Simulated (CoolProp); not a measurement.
Vapour-liquid equilibrium of propylene (1) + n-heptane (2) at 310.7 K; x and y are mole fractions of (1).

Values from CoolProp's multi-fluid Helmholtz-energy mixture model, Lemmon 2013 and Span 2003; pair parameters Bell 2016.

Task: Give the bubble pressure and the first vapour's composition at x = 0.15, 0.35, 0.75. Is there an azeotrope?

Result: x = 0.15: 231.6 kPa, y = 0.955; x = 0.35: 571.4 kPa, y = 0.983; x = 0.75: 1153 kPa, y = 0.994. No azeotrope shows between x = 0.05 and 0.95.

Pair parameters are fitted to limited data, so mixtures are less certain than the pure fluids. The gap from Raoult's law changes sign with composition, which may be real or a fault of the pair parameters; it wasn't checked against measurements.
